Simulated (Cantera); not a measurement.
What does this Cantera script print?

```python
import numpy as np
import cantera as ct

gas_names = """
    N TiO N2O
""".split()
cond_names = """
    Ti3O5(a) Ti3O5(b) Ti3O5(L)
""".split()


def load(file, names, dense=False):
    # The tables refer to 1 bar. Condensed volumes are neglected.
    table = {s.name: s for s in ct.Species.list_from_file(file)}
    out = []
    for n in names:
        d = dict(table[n].input_data)
        d["thermo"] = dict(d["thermo"], **{"reference-pressure": 1e5})
        if dense:
            d["equation-of-state"] = {"model": "constant-volume", "density": "1e6 g/cm^3"}
        out.append(ct.Species.from_dict(d))
    return out


species = {s.name: s for s in load("nasa_gas.yaml", gas_names) + load("nasa_condensed.yaml", cond_names)}
# Each term lists the table entries of one substance; the one whose range holds T is used.
reactions = {
    'Ti3O5 + 4 N(g) = 3 TiO(g) + 2 N2O(g)':
        [(-1, ['Ti3O5(a)', 'Ti3O5(b)', 'Ti3O5(L)']), (-4, ['N']), (3, ['TiO']), (2, ['N2O'])],
}


def pick(names, T):
    return next(species[n] for n in names if species[n].thermo.min_temp <= T <= species[n].thermo.max_temp)


results = []
for label, terms in reactions.items():
    print(label)
    print("     T/K   dH/kJ  dS/(J/K)   dG/kJ   log10 K")
    for T in [800, 950, 1100, 1250, 1400, 1550, 1700, 1850, 2000]:
        used = [(nu, pick(names, T)) for nu, names in terms]
        dH = sum(nu * s.thermo.h(T) for nu, s in used) / 1e6
        dS = sum(nu * s.thermo.s(T) for nu, s in used) / 1e3
        dG = dH - T * dS / 1e3
        logK = -dG * 1e6 / (ct.gas_constant * T * np.log(10))
        results.append((label, T, dH, dS, dG, logK, [s.name for _, s in used]))
        print(f"{T:8g} {dH:8.1f} {dS:8.1f} {dG:8.1f} {logK:8.2f}")
```

Result:

```
Ti3O5 + 4 N(g) = 3 TiO(g) + 2 N2O(g)
     T/K   dH/kJ  dS/(J/K)   dG/kJ   log10 K
     800    846.8    299.1    607.5   -39.66
     950    836.8    287.6    563.5   -30.98
    1100    826.4    277.5    521.1   -24.75
    1250    815.3    268.0    480.2   -20.07
    1400    803.5    259.1    440.7   -16.44
    1550    790.9    250.6    402.5   -13.56
    1700    777.5    242.4    365.5   -11.23
    1850    763.3    234.4    329.7    -9.31
    2000    748.2    226.5    295.2    -7.71
```

Source: NASA polynomial tables (part measured, part estimated), evaluated in Cantera. Condensed species are held in their standard states even where they would react or evaporate.
